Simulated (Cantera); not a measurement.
A closed system holds: 1 mol CH3F, 0.41 mol CH4, 0.08 mol H2, held at 1330 Pa.

Method: chemical equilibrium by Gibbs-energy minimisation in Cantera with the NASA 1993 tables (ideal gas, pure condensed phases). Candidate condensed phases: C, C6H6, C7H8, C8H18; 110 gas species. Ions and electrons are included (thermal ionisation). Rates play no part.

Q: At 3750 K, list the 4 most abundant gas species with their mole fractions, and the condensed phases.

A: H 0.679, C 0.123, F 0.101, HF 0.0494. Condensed: gas only.
